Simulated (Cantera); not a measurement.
Reactions in the system C-Cl-Fe

Standard-state values (1 bar) from the NASA 1993 polynomials, evaluated with Cantera. Values are per mole of reaction as written; species without (g) are pure solids or liquids, kept so even where they would boil at 1 bar.

2 Fe2Cl6(g) + 3 C = 4 Fe + 3 CCl4(g)

```
T (K)  ΔH° (kJ)  ΔS° (J/K)  ΔG° (kJ)  log10 K    condensed phases
-----  --------  ---------  --------  -------  ------------------
350      1020.5      -54.4    1039.5  -155.13  C(graphite), Fe(α)
500      1020.0      -55.7    1047.8  -109.47  C(graphite), Fe(α)
650      1022.2      -52.0    1056.0   -84.86  C(graphite), Fe(α)
800      1026.3      -46.3    1063.3   -69.43  C(graphite), Fe(α)
950      1033.8      -37.8    1069.7   -58.82  C(graphite), Fe(α)
1100     1052.2      -20.0    1074.1   -51.01  C(graphite), Fe(α)
1250     1060.6      -12.8    1076.5   -44.99  C(graphite), Fe(γ)
1400     1064.1      -10.1    1078.3   -40.23  C(graphite), Fe(γ)
1550     1068.3       -7.3    1079.6   -36.38  C(graphite), Fe(γ)
1700     1077.0       -2.0    1080.4   -33.20  C(graphite), Fe(δ)
1850     1140.3       33.1    1079.1   -30.47  C(graphite), Fe(l)
```
